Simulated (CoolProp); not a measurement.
Properties of hexamethyldisiloxane (MM) at several states.

Values from CoolProp's reference Helmholtz-energy equation of state, Thol 2016.

```tsv
T (K)	p (MPa)	phase	cv (kJ/(kg K))	expansivity (1/kK)
347.5	0.0224	gas	(withheld)	3.078
392.8	0.032	gas	(withheld)	2.696
419	0.0825	gas	(withheld)	2.685
```

**Question.** Fill in the missing entries.

**Answer.** 
- 347.5, cv (kJ/(kg K)): 1.569
- 392.8, cv (kJ/(kg K)): 1.696
- 419, cv (kJ/(kg K)): 1.771
